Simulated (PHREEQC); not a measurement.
Dissolve 0.057 mol/kgw H2SO4, 0.0015 mol/kgw Fe(NO3)3 and 3.6e-06 mol/kgw CO2 at 25 °C. Closed to the air; pH follows from the charge balance.

Computed with PHREEQC (ion-association model, phreeqc.dat).

```
quantity                   before     after
------------------------  -------  --------
pH                           1.22      3.65
ionic strength (mol/kgw)   0.0892     0.157
Fe+3 (mol/kgw)            6.84e-5   2.20e-5
FeOH+2 (mol/kgw)          3.51e-6  0.000286
Fe(OH)2+ (mol/kgw)        9.45e-9  0.000181
Fe2(OH)2+4 (mol/kgw)      2.30e-9   1.97e-5
SI of Goethite (FeOOH)      -0.23     +6.46
SI of Hematite (Fe2O3)      +1.54    +14.93
```

Question: What was changed between the two runs?
A) CO2 from 3.6e-06 to 3.6e-07 mol/kgw
B) H2SO4 left out
C) H2SO4 replaced by Li2SO4 at the same molality
D) temperature from 25 to 45 °C
E) CO2 from 3.6e-06 to 3.24e-06 mol/kgw

Answer: C, H2SO4 replaced by Li2SO4 at the same molality

This is a speciation only: nothing precipitates in the calculation. Some of these states are supersaturated (in Hematite (slow to form), Fe(OH)3(a), for instance).
